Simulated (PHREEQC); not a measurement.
A column of 1 m (40 cells, dispersivity 0.035 m, 3600 s a shift, diffusion coefficient 3e-10 m²/s) holds 0.04 eq of the database's cation exchanger X per kg of pore water, first in equilibrium with 0.017 mol/kgw CdCl2, 0.0028 mol/kgw CaCl2 and 1e-05 mol/kgw HCl. It is flushed with 0.0018 mol/kgw LiCl, 0.024 mol/kgw ZnCl2 and 1e-05 mol/kgw HCl, at 25 °C. Values are for the last cell. No CO2 enters from the air. No solid was allowed to form.

Base run: PHREEQC, ion-association model, phreeqc.dat. Each further column changes one thing. The table gives Zn in solution (mol/kgw).

```
pore volumes      base  exchange capacity from 0.04 to 0.02 eq/kgw  dispersivity from 0.035 to 0.07 m
------------  --------  ------------------------------------------  ---------------------------------
0                    0                                           0                                  0
0.5125        1.73e-12                                     1.22e-8                            1.94e-8
0.8875         1.36e-6                                    0.000236                            6.94e-5
1.387          0.00165                                      0.0127                            0.00423
1.762           0.0121                                      0.0211                             0.0127
2.263           0.0212                                      0.0236                             0.0200
2.638           0.0231                                      0.0239                             0.0222
3.138           0.0238                                      0.0240                             0.0234
3.513           0.0239                                      0.0240                             0.0237
4.013           0.0240                                      0.0240                             0.0239
```
